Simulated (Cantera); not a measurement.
## Equilibrium for abatement and gas-phase synthesis: SO2 + H2 + N2

Input: 1 mol SO2, a varied amount of H2, 2.2 mol N2, at 170 bar.

Cantera equilibrium calculation (NASA polynomials, part measured and part estimated; ideal gas, pure solids and liquids). Candidate condensed phases: H2O, H2SO4, S; 35 gas species. The ideal-gas law is rough above about 30 bar. Rates play no part.

Q: Map the stable condensed phases over T = 502, 602, 702, 802, 902, 1002, 1102, 1202, 1302 °C and n(H2) in mol = 0.43, 0.53, 0.66, 0.82, 1, 1.3, 1.6, 2, 2.4, 3.

A: 
```
T in °C \ n(H2) in mol
         0.43 0.53 0.66 0.82    1  1.3  1.6    2  2.4    3
   1302     A    A    A    A    A    A    A    A    A    A
   1202     A    A    A    A    A    A    A    A    A    A
   1102     A    A    A    A    A    A    A    A    A    A
   1002     A    A    A    A    A    A    A    A    A    A
    902     A    A    A    A    A    A    A    A    A    A
    802     A    A    A    A    A    A    A    A    A    A
    702     A    A    A    A    A    A    A    A    A    A
    602     A    B    B    B    B    B    B    B    B    A
    502     B    B    B    B    B    B    B    B    B    A
```
A: gas only; B: S.
